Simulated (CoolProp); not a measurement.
Vapour-liquid equilibrium of R125 (1) + R236FA (2) at 289.9 K; x and y are mole fractions of (1).

Computed with CoolProp (multi-fluid Helmholtz-energy mixture model, Lemmon 2005 and Pan 2012; pair parameters Bell 2016).

| x | bubble pressure, mixture model (kPa) | bubble pressure, Raoult's law (kPa) | y, mixture model | y, Raoult's law |
|---|---|---|---|---|
| 0.05 | 244.9 | 249.4 | 0.193 | 0.221 |
| 0.2 | 367.4 | 384.0 | 0.525 | 0.574 |
| 0.35 | 493.0 | 518.7 | 0.697 | 0.744 |
| 0.5 | 622.5 | 653.3 | 0.805 | 0.843 |
| 0.65 | 757.0 | 787.9 | 0.880 | 0.909 |
| 0.8 | 898.3 | 922.5 | 0.938 | 0.956 |
| 0.95 | 1049 | 1057 | 0.986 | 0.990 |

The largest gap from Raoult's law is -5.0 % in bubble pressure, at x = 0.35. No azeotrope shows between x = 0.05 and 0.95.

Pair parameters are fitted to limited data, so mixtures are less certain than the pure fluids.
